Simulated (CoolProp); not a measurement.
Vapour-liquid equilibrium of R134a (1) + R152A (2) at 883 kPa; x and y are mole fractions of (1).

Model: multi-fluid Helmholtz-energy mixture model, Tillner-Roth 1994 and Outcalt 1996; pair parameters Lemmon 2004, in CoolProp.

### Question
Give the bubble temperature and the first vapour's composition at x = 0.2, 0.5, 0.95. Is there an azeotrope?

### Answer
x = 0.2: 311.7 K, y = 0.208; x = 0.5: 310.7 K, y = 0.522; x = 0.95: 308.3 K, y = 0.956. No azeotrope shows between x = 0.05 and 0.95.

The pair parameters rest on a limited set of measurements; away from them the model extrapolates.
